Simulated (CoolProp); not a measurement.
Values from CoolProp's reference Helmholtz-energy equation of state, Gao 2022.

Task: Give the vapour pressure (kPa), liquid density (kg/m³), vapour density (kg/m³), liquid cp (kJ/(kg K)) of saturated n-perfluoropentane at 268.7, 280.6, 387.5 K.

Result: 
| T (K) | p (kPa) | liquid density (kg/m³) | vapour density (kg/m³) | liquid cp (kJ/(kg K)) |
|---|---|---|---|---|
| 268.7 | 24.2 | 1700 | 3.19 | 0.990 |
| 280.6 | 42.1 | 1660 | 5.36 | 1.01 |
| 387.5 | 1060 | 1210 | 140 | 1.32 |
